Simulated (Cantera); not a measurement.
An adiabatic, constant-pressure homogeneous reactor starts with CH4 : O2 : N2 : CO2 = 1 : 1.33 : 5.01 : 0.3 (molar parts), equivalence ratio 1.5, at 1125 K and 4.93 atm. Integrator tolerance rtol = 1e-08.

Model: GRI-Mech 3.0 (53 species, 325 reactions), integrated in Cantera.

### Question
What does this change do: pressure from 4.93 atm to 10.9 atm?

### Answer
```json
[
 {"quantity": "time of steepest temperature rise", "before": "36.0 ms", "after": "14.4 ms"},
 {"quantity": "temperature at 5.00 s", "before": "2452 K", "after": "2459 K"},
 {"quantity": "equilibrium temperature", "before": "2452 K", "after": "2459 K"},
 {"quantity": "x(CH4) at 5.00 s", "before": "1.08e-11 (gas-phase equilibrium 1.22e-11)", "after": "5.08e-11 (gas-phase equilibrium 5.69e-11)"},
 {"quantity": "x(O2) at 5.00 s", "before": "4.33e-5 (gas-phase equilibrium 4.33e-5)", "after": "2.14e-5 (gas-phase equilibrium 2.14e-5)"},
 {"quantity": "x(CO2) at 5.00 s", "before": "0.0531 (gas-phase equilibrium 0.0531)", "after": "0.0531 (gas-phase equilibrium 0.0531)"},
 {"quantity": "x(C2H2) at 5.00 s", "before": "<1e-12 (gas-phase equilibrium <1e-12)", "after": "<1e-12 (gas-phase equilibrium <1e-12)"},
 {"quantity": "x(NO2) at 5.00 s", "before": "7.96e-9 (gas-phase equilibrium 7.96e-9)", "after": "5.86e-9 (gas-phase equilibrium 5.86e-9)"},
 {"quantity": "x(NO) at 5.00 s", "before": "0.000265 (gas-phase equilibrium 0.000265)", "after": "0.000189 (gas-phase equilibrium 0.000189)"},
 {"quantity": "x(H2) at 5.00 s", "before": "0.0579 (gas-phase equilibrium 0.0579)", "after": "0.0579 (gas-phase equilibrium 0.0579)"}
]
```
